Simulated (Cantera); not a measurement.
Feed: 1 mol SiH4, 0.12 mol CH4, 8.4 mol H2, at 0.00740 bar.

Method: chemical equilibrium by Gibbs-energy minimisation in Cantera with the NASA 1993 tables (ideal gas, pure condensed phases). Candidate condensed phases: C, C6H6, C7H8, C8H18, Si, SiC; 87 gas species. Mutual solubility and eutectic melting of coexisting phases are not modelled. Rates play no part. All values below are at 1373 K.

Base state: H2 1.000, H 3.87e-5 (mole fractions); condensed: Si(s) + SiC(s).

**Question.** What changes in the equilibrium state with this change: SiH4 replaced by CH3SiH3?

**Answer.** 
| species | before | after |
|---|---|---|
| H2 | 1.000 | 1.000 |
| H | 3.87e-5 | 3.87e-5 |
| CH4 | 1.58e-7 | 3.73e-5 |
| Si(s), mol | 0.880 | 0 |
| SiC(s), mol | 0.120 | 1.00 |
| C(graphite), mol | 0 | 0.120 |
The feed counts by its element totals alone.
